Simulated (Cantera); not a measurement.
## Ignition delay

Mixture: CH4 : CO : O2 : N2 = 1 : 0.034 : 2.52 : 9.48 (molar parts), equivalence ratio 0.80, at 1500 Torr, adiabatic and at constant pressure. Ignition delay is the time to a rise of 400 K.

Model: GRI-Mech 3.0 (53 species, 325 reactions), integrated in Cantera.

| T0 (K) | delay (ms) |
|---|---|
| 1100 | 97.3 |
| 1200 | 22.6 |
| 1300 | 6.03 |
| 1400 | 1.84 |
| 1500 | 0.636 |
| 1600 | 0.253 |
| 1700 | 0.116 |
| 1800 | 0.0591 |

The apparent activation energy between 1600 and 1800 K is 170 kJ/mol.
